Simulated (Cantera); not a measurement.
A Cantera script and what it prints.

```python
import numpy as np
import cantera as ct

gas_names = """
    AL ALC ALN ALO ALO2 AL2 AL2O AL2O2 C CN CO CO2 C2 CCN CNC C2N2 C2O C3 C3O2 C4 C4N2 C5 N NCO NO NO2
    NO3 N2 N2O O O2 O3
""".split()
cond_names = """
    AL(cr) AL(L) ALN(s) AL2O3(a) AL2O3(L) C(gr)
""".split()


def load(file, names, dense=False):
    # The tables refer to 1 bar. Condensed volumes are neglected.
    table = {s.name: s for s in ct.Species.list_from_file(file)}
    out = []
    for n in names:
        d = dict(table[n].input_data)
        d["thermo"] = dict(d["thermo"], **{"reference-pressure": 1e5})
        if dense:
            d["equation-of-state"] = {"model": "constant-volume", "density": "1e6 g/cm^3"}
        out.append(ct.Species.from_dict(d))
    return out


gas = ct.Solution(thermo="ideal-gas", species=load("nasa_gas.yaml", gas_names))
cond = {s.name: ct.Solution(thermo="fixed-stoichiometry", species=[s], name=s.name)
        for s in load("nasa_condensed.yaml", cond_names, dense=True)}
atoms = {
    'Al2O3': {'AL': 2, 'O': 3},
    'C': {'C': 1},
    'N2': {'N': 2},
}
top_T = {'ALN(s)': 2750, 'C(gr)': 4500}  # K; cautious upper limits of use, not melting points


def equilibrate(T, P, feed):
    n = {}
    for name, mol in feed.items():
        for a, k in atoms[name].items():
            n[a] = n.get(a, 0.0) + k * mol
    gas.TPX = T, P, n
    mass = sum(n.values()) * gas.mean_molecular_weight
    gas.equilibrate("TP")
    valid = [c for c in cond.values() if c.min_temp <= T <= top_T.get(c.name, c.max_temp)]
    mix = ct.Mixture([(gas, mass / gas.mean_molecular_weight)] + [(c, 0.0) for c in valid])
    mix.T, mix.P = T, P
    mix.equilibrate("TP", solver="vcs", rtol=1e-11, max_steps=5000)
    return mix


results = []
feed = {'Al2O3': 1, 'C': 0.0068, 'N2': 5.3}  # mol
T = 1598.15  # K
P = 1333.22  # Pa
mix = equilibrate(T, P, feed)
results.append((T, P, feed, dict(zip(mix.species_names, mix.species_moles))))
x = sorted(zip(gas.X, gas.species_names), reverse=True)
print(f"T = {T:g} K  P = {P:g} Pa  gas = {mix.phase_moles(0):.4g} mol")
print("   x: " + "  ".join(f"{s} {v:.3e}" for v, s in x if v > 0.0001))
print("   condensed (mol): " + ("  ".join(f"{mix.phase(i).name} {mix.phase_moles(i):.4g}"
      for i in range(1, mix.n_phases) if mix.phase_moles(i) > 1e-12) or "none"))
```

It prints:

```
T = 1598.15 K  P = 1333.22 Pa  gas = 5.305 mol
   x: N2 9.987e-01  CO 1.282e-03
   condensed (mol): ALN(s) 0.004528  AL2O3(a) 0.9977
```

Cantera equilibrium calculation (NASA polynomials, part measured and part estimated; ideal gas, pure solids and liquids). Mutual solubility and eutectic melting of coexisting phases are not modelled.
